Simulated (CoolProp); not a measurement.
Saturation properties of hydrogen chloride.

The numbers come from the reference Helmholtz-energy equation of state, Thol 2018 in CoolProp.

```csv
T (K),p (MPa),liquid density (kg/m³),vapour density (kg/m³),enthalpy of vaporisation (kJ/kg),liquid cp (kJ/(kg K))
166.1,0.02403,1238,0.6413,465.9,1.659
170.4,0.03286,1228,0.8572,461.8,1.657
174.7,0.04417,1218,1.128,457.6,1.657
179,0.05845,1207,1.461,453.3,1.657
183.3,0.07622,1197,1.869,448.9,1.658
187.6,0.09807,1186,2.361,444.4,1.659
192,0.1253,1175,2.963,439.6,1.662
196.3,0.1574,1165,3.661,434.9,1.665
200.6,0.1955,1154,4.481,429.9,1.670
204.9,0.2405,1143,5.436,424.9,1.675
209.2,0.2932,1131,6.541,419.6,1.682
213.5,0.3543,1120,7.812,414.2,1.690
217.8,0.4247,1108,9.266,408.6,1.699
```

It boils at 188.2 K under 1 atm.
